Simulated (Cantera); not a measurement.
Feed: 1 mol CO2, 0.12 mol O2, 1.7 mol H2, equilibrated at 1352 °C and 14.3 Torr.

These are equilibrium values from Cantera (NASA tables, ideal gas, pure condensed phases), not measurements of a reactor. Candidate condensed phases: C, C6H6, C7H8, C8H18, H2O; 110 gas species. Kinetics and transport are ignored.

Base state: H2O 0.352, H2 0.278, CO 0.263, CO2 0.107, H 0.000270, OH 1.44e-5 (mole fractions); condensed: gas only.

What changes in the equilibrium state with this change: CO2 replaced by HCl?


| species | before | after |
|---|---|---|
| H2 | 0.278 | 0.540 |
| HCl | 0 | 0.370 |
| H2O | 0.352 | 0.0889 |
| CO | 0.263 | 0 |
| CO2 | 0.107 | 0 |
| Cl | 0 | 0.000203 |
| OH | 1.44e-5 | 2.61e-6 |
| H | 0.000270 | 0.000376 |

What changes in the equilibrium state with this change: temperature from 1352 °C to 750 °C?


| species | before | after |
|---|---|---|
| H2 | 0.278 | 0.356 |
| H2O | 0.352 | 0.274 |
| CO2 | 0.107 | 0.186 |
| CO | 0.263 | 0.185 |
| H | 0.000270 | 1.80e-8 |
| OH | 1.44e-5 | <1e-9 |
